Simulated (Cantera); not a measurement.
Mixture: CH₄ : C₂H₆ : C₃H₈ : O₂ : N₂ : H₂O = 1 : 0.07 : 0.59 : 3.71 : 14 : 3.7 (molar parts), equivalence ratio 1.4, at 510 Torr, adiabatic and at constant volume. Ignition delay is the time to a rise of 400 K.

Computed with Cantera and GRI-Mech 3.0 (53 species, 325 reactions). GRI-Mech 3.0 was tuned for natural gas; its chemistry of propane as a main component is partial and can be far from experiment.

**Question.** What does this change do: CH4 1 to 0.65 parts?

**Answer.** 
```tsv
quantity	before	after
delay at 1125 K	42.8 ms	37.8 ms
delay at 1225 K	6.20 ms	5.44 ms
delay at 1325 K	1.23 ms	1.07 ms
delay at 1425 K	0.336 ms	0.291 ms
apparent activation energy between 1375 and 1475 K	190 kJ/mol	190 kJ/mol
```

**Question.** What does this change do: H2O 3.7 to 6.9 parts?

**Answer.** 
```csv
quantity,before,after
delay at 1125 K,42.8 ms,47.8 ms
delay at 1225 K,6.20 ms,7.15 ms
delay at 1325 K,1.23 ms,1.43 ms
delay at 1425 K,0.336 ms,0.392 ms
apparent activation energy between 1375 and 1475 K,190 kJ/mol,190 kJ/mol
```
